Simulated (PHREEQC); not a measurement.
# Nickel, zinc or cadmium bath (model solution)

Dissolve 0.023 mol ZnCl2 and 0.00062 mol H3BO3 per kg of water at 25 °C. Closed to the air; pH follows from the charge balance.

Computed with PHREEQC (ion-association model, phreeqc.dat).

Precipitation was switched off in this run.

**Question.** What pH does the model give?

**Answer.** pH 5.35.

**Question.** In which forms is Cl present?

**Answer.** Cl- 97 %, ZnCl+ 2.4 % of the Cl.

Species that the database lacks are ignored.
